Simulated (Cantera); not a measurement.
Charge: 1 mol C2H4, 0.18 mol O2, at 1825 °C and 69000 Pa.

Method: chemical equilibrium by Gibbs-energy minimisation in Cantera with the NASA 1993 tables (ideal gas, pure condensed phases). Candidate condensed phases: C, C6H6, C7H8, C8H18, H2O; 110 gas species. Kinetics and transport are ignored.

Base state: H2 0.843, CO 0.152, H 0.00340, C2H2 (acetylene) 0.00120, CH4 0.000163, CH3 1.28e-5 (mole fractions); condensed: C(graphite).

Task: What changes in the equilibrium state with this change: O2 from 0.18 to 0.8 mol?

Result: 
```csv
species,before,after
H2,0.843,0.553
CO,0.152,0.444
H,0.00340,0.00275
CH4,0.000163,6.98e-5
H2O,7.16e-6,1.37e-5
CH3,1.28e-5,6.79e-6
C2H2 (acetylene),0.00120,0.000789
"C(graphite), mol",1.63,0.394
```

Task: What changes in the equilibrium state with this change: O2 from 0.18 to 0.0078 mol?

Result: 
```tsv
species	before	after
H2	0.843	0.987
CO	0.152	0.00773
H	0.00340	0.00368
CH4	0.000163	0.000223
CH3	1.28e-5	1.62e-5
C2H2 (acetylene)	0.00120	0.00141
C(graphite), mol	1.63	1.98
```
